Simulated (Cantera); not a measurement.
Cantera run:

```python
import numpy as np
import cantera as ct

gas_names = """
    H HO2 H2 H2O H2O2 O OH O2 O3 Pb PbO Pb2
""".split()
cond_names = """
    H2O(s) H2O(L) Pb(cr) Pb(L) PbO(rd) PbO(yw) PbO(L) PbO2(s) Pb3O4(s)
""".split()


# ... load() reads the species with a 1 bar reference pressure and builds the phases ...
atoms = {
    'Pb': {'Pb': 1},
    'O2': {'O': 2},
    'H2': {'H': 2},
}
top_T = {'Pb3O4(s)': 820}  # K; cautious upper limits of use, not melting points


# ... equilibrate(T, P, feed) seeds the gas with the atoms and calls Mixture.equilibrate('TP', solver="vcs", rtol=1e-11, max_steps=5000) ...
results = []
feed = {'Pb': 1, 'O2': 0.038, 'H2': 30}  # mol
P = 100000  # Pa
for T in [600, 675, 750, 825, 900, 975, 1050, 1125, 1200]:
    mix = equilibrate(T, P, feed)
    results.append((T, P, feed, dict(zip(mix.species_names, mix.species_moles))))
    x = sorted(zip(gas.X, gas.species_names), reverse=True)
    print(f"T = {T:g} K  P = {P:g} Pa  gas = {mix.phase_moles(0):.4g} mol")
    print("   x: " + "  ".join(f"{s} {v:.3e}" for v, s in x if v > 0.001))
    print("   condensed (mol): " + ("  ".join(f"{mix.phase(i).name} {mix.phase_moles(i):.4g}"
          for i in range(1, mix.n_phases) if mix.phase_moles(i) > 1e-12) or "none"))
```

Output:

```
T = 600 K  P = 100000 Pa  gas = 30 mol
   x: H2 9.975e-01  H2O 2.533e-03
   condensed (mol): Pb(cr) 1
T = 675 K  P = 100000 Pa  gas = 30 mol
   x: H2 9.975e-01  H2O 2.533e-03
   condensed (mol): Pb(L) 1
T = 750 K  P = 100000 Pa  gas = 30 mol
   x: H2 9.975e-01  H2O 2.533e-03
   condensed (mol): Pb(L) 1
T = 825 K  P = 100000 Pa  gas = 30 mol
   x: H2 9.975e-01  H2O 2.533e-03
   condensed (mol): Pb(L) 1
T = 900 K  P = 100000 Pa  gas = 30 mol
   x: H2 9.975e-01  H2O 2.533e-03
   condensed (mol): Pb(L) 1
T = 975 K  P = 100000 Pa  gas = 30 mol
   x: H2 9.975e-01  H2O 2.533e-03
   condensed (mol): Pb(L) 0.9997
T = 1050 K  P = 100000 Pa  gas = 30 mol
   x: H2 9.974e-01  H2O 2.533e-03
   condensed (mol): Pb(L) 0.9986
T = 1125 K  P = 100000 Pa  gas = 30.01 mol
   x: H2 9.973e-01  H2O 2.533e-03
   condensed (mol): Pb(L) 0.9943
T = 1200 K  P = 100000 Pa  gas = 30.02 mol
   x: H2 9.968e-01  H2O 2.532e-03
   condensed (mol): Pb(L) 0.9807
```

Equilibrium computed with Cantera from the NASA thermochemical tables; the gas is ideal and each condensed phase is pure.
